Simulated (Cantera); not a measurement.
## Thermodynamics of silicon carbide growth, feed Si(CH3)4 + C3H8 + H2 + HCl

Input: 1 mol Si(CH3)4, 0.21 mol C3H8, 1.5 mol H2, 2.1 mol HCl, at 2423.15 K and 2.60 mbar.

Method: chemical equilibrium by Gibbs-energy minimisation in Cantera with the NASA 1993 tables (ideal gas, pure condensed phases). Candidate condensed phases: C, C6H6, C7H8, C8H18, Si, SiC; 109 gas species. The tables' values for SiCl are old estimates; treat these amounts as uncertain. Gases not in the tables: Si2H6 and higher silanes. The numbers say what is thermodynamically allowed, not how fast it happens.

- x(H2): 0.520
- x(H): 0.251
- x(HCl): 0.113
- x(Si): 0.0550
- x(Cl): 0.0387
- x(SiC2): 0.0114
- x(C2H2 (acetylene)): 0.00403
- x(SiCl): 0.00241
- x(SiCl2): 0.00209
- n(C(graphite)): 4.19 mol
- gas amount: 13.29 mol
- log10 activity of Si(l) (absent): -1.26
